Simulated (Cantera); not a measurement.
FeS2 + H2 (hydrogen reduction and annealing atmospheres)

Charge: 1 mol FeS2, 85 mol H2, held at 2250 Torr.

Equilibrium computed with Cantera from the NASA thermochemical tables; the gas is ideal and each condensed phase is pure. Candidate condensed phases: Fe, FeS, FeS2, S; 8 gas species. Metal and sulfide melt together well below either melting point, which pure phases cannot show. Mutual solubility and eutectic melting of coexisting phases are not modelled. FeS: taken at fixed stoichiometry. Kinetics and transport are ignored.

From 1027 °C to 1127 °C the condensed part is FeS(s). From 1227 °C to 1327 °C the condensed part is Fe(γ) + FeS(l). From 1427 °C to 1527 °C the condensed part is Fe(δ) + FeS(l). At 1627 °C the condensed part is Fe(l).

```
T (°C)   x H2   x H2S      x SH       x H      x S2      x Fe  n FeS(s)  n Fe(γ)  n FeS(l)  n Fe(δ)  n Fe(l)
------  -----  ------  --------  --------  --------  --------  --------  -------  --------  -------  -------
1027    0.988  0.0118   3.98e-6   6.35e-7   3.83e-7  2.17e-10      1.00        0         0        0        0
1127    0.988  0.0118   1.18e-5   2.79e-6   1.26e-6   4.71e-9      1.00        0         0        0        0
1227    0.985  0.0147   3.80e-5   1.01e-5   5.58e-6   5.00e-8         0    0.250     0.750        0        0
1327    0.983  0.0171  0.000102   3.11e-5   1.91e-5   3.65e-7         0    0.469     0.531        0        0
1427    0.980  0.0196  0.000242   8.42e-5   5.61e-5   2.10e-6         0        0     0.299    0.700        0
1527    0.977  0.0222  0.000523  0.000204  0.000147   9.82e-6         0        0    0.0421    0.957        0
1627    0.976  0.0220  0.000925  0.000453  0.000274   3.71e-5         0        0         0        0    0.997
```
x: gas mole fraction; n: condensed amount in mol.
